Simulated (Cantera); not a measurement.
Cantera run, input and output.

```python
import numpy as np
import cantera as ct

gas = ct.Solution("gri30.yaml")
gas.TPX = 1498, 1100000, {'CH4': 1, 'H2': 0.12, 'O2': 4.2, 'N2': 15.8}
reactor = ct.IdealGasReactor(gas, energy="on", clone=False)
net = ct.ReactorNet([reactor])
net.rtol, net.atol = 1e-08, 1e-16
show = ['CH4', 'H2', 'O2', 'C2H', 'OH', 'H2O2']
times = np.geomspace(9e-06, 2, 14)

steps = ct.SolutionArray(gas, extra=["t"])
rows = []
print(f"{'t/s':>10s}{'T/K':>9s}{'P/Pa':>11s}" + "".join(f"{s:>11s}" for s in show))
for t in times:
    while net.time < t:
        t_next = net.step()
        steps.append(gas.state, t=t_next)
    rows.append([np.interp(t, steps.t, y) for y in (steps.T, steps.P, *steps(*show).X.T)])
    print(f"{t:10.3e}{rows[-1][0]:9.1f}{rows[-1][1]:11.4g}" + "".join(f"{x:11.3e}" for x in rows[-1][2:]))
rate = np.gradient(steps.T, steps.t)
print("integrator steps:", len(steps.t))
if steps.T.max() > steps.T[0] + 200:
    print(f"time of steepest temperature rise: {steps.t[rate.argmax()]:.4e} s")
gas.TPX = 1498, 1100000, {'CH4': 1, 'H2': 0.12, 'O2': 4.2, 'N2': 15.8}
gas.equilibrate("UV")
print(f"equilibrium (UV): T = {gas.T:.1f} K  " + "  ".join(f"{s} {gas[s].X[0]:.3e}" for s in show))
```

Output:

```
       t/s      T/K       P/Pa        CH4         H2         O2        C2H         OH       H2O2
 9.000e-06   1498.0    1.1e+06  4.733e-02  5.679e-03  1.989e-01  3.836e-20  1.644e-07  1.386e-07
 2.320e-05   1498.8  1.101e+06  4.712e-02  5.653e-03  1.987e-01  1.495e-16  1.253e-06  5.094e-07
 5.982e-05   1530.9  1.124e+06  4.287e-02  5.759e-03  1.954e-01  3.423e-12  1.370e-05  8.013e-06
 1.542e-04   2680.6  1.974e+06  1.174e-17  9.165e-04  9.843e-02  5.990e-23  9.352e-03  1.331e-06
 3.976e-04   2669.2  1.965e+06  1.062e-17  8.888e-04  9.587e-02  4.745e-23  9.026e-03  1.286e-06
 1.025e-03   2654.0  1.953e+06  9.238e-18  8.529e-04  9.247e-02  3.448e-23  8.604e-03  1.227e-06
 2.642e-03   2645.6  1.947e+06  8.544e-18  8.337e-04  9.062e-02  2.885e-23  8.377e-03  1.195e-06
 6.812e-03   2644.8  1.946e+06  8.481e-18  8.319e-04  9.045e-02  2.837e-23  8.357e-03  1.193e-06
 1.756e-02   2644.8  1.946e+06  8.481e-18  8.319e-04  9.045e-02  2.837e-23  8.356e-03  1.193e-06
 4.528e-02   2644.8  1.946e+06  8.481e-18  8.319e-04  9.045e-02  2.837e-23  8.356e-03  1.193e-06
 1.167e-01   2644.8  1.946e+06  8.481e-18  8.319e-04  9.045e-02  2.837e-23  8.356e-03  1.193e-06
 3.009e-01   2644.8  1.946e+06  8.481e-18  8.319e-04  9.045e-02  2.837e-23  8.356e-03  1.193e-06
 7.758e-01   2644.8  1.946e+06  8.481e-18  8.319e-04  9.045e-02  2.837e-23  8.356e-03  1.193e-06
 2.000e+00   2644.8  1.946e+06  8.481e-18  8.319e-04  9.045e-02  2.837e-23  8.356e-03  1.193e-06
integrator steps: 1816
time of steepest temperature rise: 7.9135e-05 s
equilibrium (UV): T = 2644.8 K  CH4 1.216e-17  H2 8.319e-04  O2 9.045e-02  C2H 3.151e-23  OH 8.356e-03  H2O2 1.193e-06
```

Cantera simulation using GRI-Mech 3.0 (53 species, 325 reactions); the numbers are that mechanism's predictions, not measurements.
